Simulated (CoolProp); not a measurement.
Saturation properties of dimethyl ether.

Computed with CoolProp (reference Helmholtz-energy equation of state, Wu 2011).

| T (°C) | p (MPa) | liquid density (kg/m³) | vapour density (kg/m³) | enthalpy of vaporisation (kJ/kg) | liquid viscosity (µPa s) |
|---|---|---|---|---|---|
| 30.35 | 0.6867 | 652.7 | 14.42 | 392.2 | 122 |
| 34.35 | 0.7661 | 646.0 | 16.07 | 385.9 | 118 |
| 38.35 | 0.8522 | 639.1 | 17.85 | 379.5 | 114 |
| 42.35 | 0.9453 | 632.1 | 19.81 | 372.8 | (withheld) |
| 46.35 | 1.046 | 625.0 | 21.93 | 365.9 | 107 |
| 50.35 | 1.154 | 617.7 | 24.24 | (withheld) | 103 |
| 54.35 | 1.270 | 610.1 | (withheld) | 351.4 | 99.7 |
| 58.45 | 1.397 | 602.2 | 29.58 | 343.6 | 96.2 |
| 62.45 | 1.531 | 594.3 | 32.58 | 335.6 | 92.8 |
| 66.45 | 1.673 | 586.1 | 35.86 | 327.3 | 89.5 |
| 70.45 | 1.825 | 577.5 | 39.44 | (withheld) | 86.2 |
| 74.45 | 1.987 | 568.7 | 43.36 | 309.5 | 82.9 |
| 78.45 | 2.160 | 559.5 | (withheld) | 299.9 | 79.6 |
| 82.55 | 2.348 | 549.6 | (withheld) | 289.6 | 76.3 |

**Question.** Some entries are withheld; supply them.

**Answer.** 
- 42.35, liquid viscosity (µPa s): 111
- 50.35, enthalpy of vaporisation (kJ/kg): 358.8
- 54.35, vapour density (kg/m³): 26.76
- 70.45, enthalpy of vaporisation (kJ/kg): 318.6
- 78.45, vapour density (kg/m³): 47.67
- 82.55, vapour density (kg/m³): 52.55

It boils at -24.8 °C under 1 atm.

Viscosity comes from a separate model (Meng 2012).
